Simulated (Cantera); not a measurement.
Input: 1 mol Si, 7.1 mol Cl₂, 4.5 mol N₂, at 1525 K and 1.00 bar.

Equilibrium computed with Cantera from the NASA thermochemical tables; the gas is ideal and each condensed phase is pure. Candidate condensed phases: Si, Si₃N₄; 13 gas species. Kinetics and transport are ignored.

Base state: Cl₂ 0.447, N₂ 0.415, SiCl₄ 0.0922, Cl 0.0461 (mole fractions); condensed: gas only.

Question: What changes in the equilibrium state with this change: pressure from 1.00 bar to 0.0100 bar?

Answer: 
```json
[
 {"species": "N₂", "before": "0.415", "after": "0.354"},
 {"species": "Cl", "before": "0.0461", "after": "0.334"},
 {"species": "Cl₂", "before": "0.447", "after": "0.234"},
 {"species": "SiCl₄", "before": "0.0922", "after": "0.0785"},
 {"species": "SiCl₃", "before": "6.01e-6", "after": "7.07e-5"}
]
```
The tables' values for SiCl₃ are old estimates; treat these amounts as uncertain.
